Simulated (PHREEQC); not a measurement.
Consider water at 25 °C with 0.017 mol/kgw HF, 0.00015 mol/kgw KF and 0.064 mol/kgw H2SO4. Closed to the air; pH follows from the charge balance.

All values are PHREEQC results (ion-association model, wateq4f.dat), not measurements.

No solid was allowed to form.

Question: Predict the pH.

Answer: pH 1.18.

Question: In which forms is F present?

Answer: HF 91 %, H2F2 7.6 %, F- 1.2 % of the F.

wateq4f.dat counts part of the HF as a dimer, H2F2, which phreeqc.dat doesn't know; its constant is uncertain.
